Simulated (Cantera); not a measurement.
A perfectly stirred reactor is fed with H₂ : O₂ = 0.14 : 1 (molar parts), equivalence ratio 0.070, at 5.63 Torr; it is held at 1300 K, and followed from long to short residence time.

Computed with Cantera and the H2/O2 subset of GRI-Mech 3.0, which has no nitrogen chemistry. Radical loss at walls, strong at low pressure, is not modelled. The temperature is held fixed by assumption; the heat of reaction is taken as removed at once.

What does this change do: H2 0.14 to 0.36 parts?


```csv
quantity,before,after
x(H₂) at τ = 0.490 s,0.00116,0.00301
x(O₂) at τ = 0.490 s,0.853,0.680
x(HO₂) at τ = 0.490 s,2.24e-6,4.26e-6
x(H₂O) at τ = 0.490 s,0.124,0.292
x(H) at τ = 0.490 s,0.00303,0.00510
x(H₂) at τ = 29.0 ms,0.00430,0.0128
x(O₂) at τ = 29.0 ms,0.812,0.628
x(HO₂) at τ = 29.0 ms,2.87e-6,4.79e-6
x(H₂O) at τ = 29.0 ms,0.106,0.237
x(H) at τ = 29.0 ms,0.0201,0.0495
```
